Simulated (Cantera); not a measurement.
Cantera run:

```python
import numpy as np
import cantera as ct

gas_names = """
    N NO NO2 NO3 N2 N2O O O2 O3 Pb PbO Pb2
""".split()
cond_names = """
    Pb(cr) Pb(L) PbO(rd) PbO(yw) PbO(L) PbO2(s) Pb3O4(s)
""".split()


def load(file, names, dense=False):
    # The tables refer to 1 bar. Condensed volumes are neglected.
    table = {s.name: s for s in ct.Species.list_from_file(file)}
    out = []
    for n in names:
        d = dict(table[n].input_data)
        d["thermo"] = dict(d["thermo"], **{"reference-pressure": 1e5})
        if dense:
            d["equation-of-state"] = {"model": "constant-volume", "density": "1e6 g/cm^3"}
        out.append(ct.Species.from_dict(d))
    return out


gas = ct.Solution(thermo="ideal-gas", species=load("nasa_gas.yaml", gas_names))
cond = {s.name: ct.Solution(thermo="fixed-stoichiometry", species=[s], name=s.name)
        for s in load("nasa_condensed.yaml", cond_names, dense=True)}
atoms = {
    'PbO': {'Pb': 1, 'O': 1},
    'N2': {'N': 2},
}
top_T = {'Pb3O4(s)': 820}  # K; cautious upper limits of use, not melting points


def equilibrate(T, P, feed):
    n = {}
    for name, mol in feed.items():
        for a, k in atoms[name].items():
            n[a] = n.get(a, 0.0) + k * mol
    gas.TPX = T, P, n
    mass = sum(n.values()) * gas.mean_molecular_weight
    gas.equilibrate("TP")
    valid = [c for c in cond.values() if c.min_temp <= T <= top_T.get(c.name, c.max_temp)]
    mix = ct.Mixture([(gas, mass / gas.mean_molecular_weight)] + [(c, 0.0) for c in valid])
    mix.T, mix.P = T, P
    mix.equilibrate("TP", solver="vcs", rtol=1e-11, max_steps=5000)
    return mix


results = []
feed = {'PbO': 1, 'N2': 2.4}  # mol
P = 100000  # Pa
for T in [623, 698, 773, 848, 923, 998, 1073, 1148, 1223, 1298, 1373, 1448]:
    mix = equilibrate(T, P, feed)
    results.append((T, P, feed, dict(zip(mix.species_names, mix.species_moles))))

top = {s: max(r[3][s] / sum(r[3][g] for g in gas_names) for r in results) for s in gas_names}
cols = sorted((s for s in top if top[s] > 1e-05), key=lambda s: -top[s])[:9]
seen = [c for c in cond_names if any(r[3].get(c, 0) > 1e-12 for r in results)]
print("log10 of partial pressures in bar; condensed amounts in mol")
print(f"{'T/K':>10s}" + "".join(f"{s[:9]:>10s}" for s in cols + seen))
for T, P, feed, n in results:
    ng = sum(n[g] for g in gas_names)
    print(f"{T:10.4g}" + "".join(f"{np.log10(max(n[s] / ng * P / 1e5, 1e-99)):10.3f}" for s in cols)
          + "".join(f"{n.get(c, 0):10.4g}" for c in seen))
```

It prints:

```
log10 of partial pressures in bar; condensed amounts in mol
       T/K        N2       PbO        Pb        O2        NO   PbO(rd)   PbO(yw)    PbO(L)
       623    -0.000   -15.394   -15.362   -17.004   -15.504         1         0         0
       698    -0.000   -12.841   -13.128   -14.106   -13.232         1         0         0
       773    -0.000   -10.795   -11.254   -11.939   -11.486         0         1         0
       848    -0.000    -9.120    -9.689   -10.218   -10.079         0         1         0
       923    -0.000    -7.725    -8.368    -8.812    -8.918         0         1         0
       998    -0.000    -6.545    -7.240    -7.638    -7.942         0         1         0
      1073    -0.000    -5.536    -6.270    -6.639    -7.109         0         1         0
      1148    -0.000    -4.664    -5.428    -5.779    -6.388         0    0.9999         0
      1223    -0.000    -3.965    -4.730    -5.072    -5.779         0         0    0.9997
      1298    -0.000    -3.361    -4.122    -4.457    -5.246         0         0    0.9988
      1373    -0.001    -2.827    -3.583    -3.913    -4.773         0         0    0.9958
      1448    -0.002    -2.353    -3.102    -3.429    -4.352         0         0    0.9874
```

Equilibrium computed with Cantera from the NASA thermochemical tables; the gas is ideal and each condensed phase is pure. Gases not in the tables: (PbO)n polymers.
